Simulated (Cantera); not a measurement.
A freely propagating, adiabatic, planar premixed flame of 11.9 % CH4, 17.0 % O2, 64.0 % N2, 7.03 % CO2, equivalence ratio 1.4, unburnt at 475 K and 0.450 bar; multicomponent+Soret transport, grid criteria slope 0.08 and curve 0.16, no radiation.

Detailed kinetics in Cantera: GRI-Mech 3.0 (53 species, 325 reactions). Burning velocities carry a grid error of a few per cent, more on coarse grids.

Problem. Predict: laminar burning velocity; thermal thickness; peak x(CH2CO); peak x(H2); peak x(CO).

Solution. 
```
Item                          Value
------------------------  ---------
laminar burning velocity  35.0 cm/s
thermal thickness           1.45 mm
peak x(CH2CO)              0.000244
peak x(H2)                   0.0432
peak x(CO)                   0.0880
```
